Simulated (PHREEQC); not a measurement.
Synthetic water in mg/kgw, 86 °C, pH 6.44, pe 1.7:

| constituent | mg/kgw |
|---|---|
| Na | 18.4 |
| K | 0.0209 |
| Ca | 3.34 |
| Mg | 3.08 |
| Cl | 6.48 |
| S(6) as SO4 | 20.9 |
| Alkalinity as HCO3 | 38.8 |
| B | 0.0356 |
| Si as SiO2 | 0.0364 |

Valence states are taken as typed.

All values are PHREEQC results (ion-association model, phreeqc.dat), not measurements.

Precipitation was switched off in this run.

Task: Order these S species by the share of S that they hold, largest first: CaSO4, NaSO4-, MgSO4, SO4-2.

Result: SO4-2 (92 %), MgSO4 (6.0 %), CaSO4 (1.3 %), NaSO4- (0.42 %)

Task: Order these Mg species by the share of Mg that they hold, largest first: Mg+2, MgHCO3+, MgSO4.

Result: Mg+2 (89 %), MgSO4 (10 %), MgHCO3+ (0.95 %)

The pH is 6.44 and the ionic strength 0.00160 mol/kgw. Complexes and solids missing from the database can't appear. At this temperature some constants are extrapolated from 25 °C, and those without enthalpy data are left unchanged.
